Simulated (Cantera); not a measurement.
An adiabatic, constant-volume homogeneous reactor starts with H2 : O2 : N2 = 1.5 : 0.455 : 1.71 (molar parts), at 1200 K and 1.01 bar.

Computed with Cantera and the H2/O2 subset of GRI-Mech 3.0, which has no nitrogen chemistry.

Q: Predict: time of steepest temperature rise; temperature at 0.500 s; equilibrium temperature; x(H2) at 0.500 s; x(O2) at 0.500 s; x(H) at 0.500 s; x(HO2) at 0.500 s; x(O) at 0.500 s.

A: 
```
Quantity                                                            Result
---------------------------------  ---------------------------------------
time of steepest temperature rise                                  47.2 µs
temperature at 0.500 s                                              2931 K
equilibrium temperature                                             2931 K
x(H2) at 0.500 s                       0.173 (gas-phase equilibrium 0.173)
x(O2) at 0.500 s                   0.00122 (gas-phase equilibrium 0.00122)
x(H) at 0.500 s                      0.0357 (gas-phase equilibrium 0.0357)
x(HO2) at 0.500 s                  1.52e-6 (gas-phase equilibrium 1.52e-6)
x(O) at 0.500 s                    0.00209 (gas-phase equilibrium 0.00209)
```
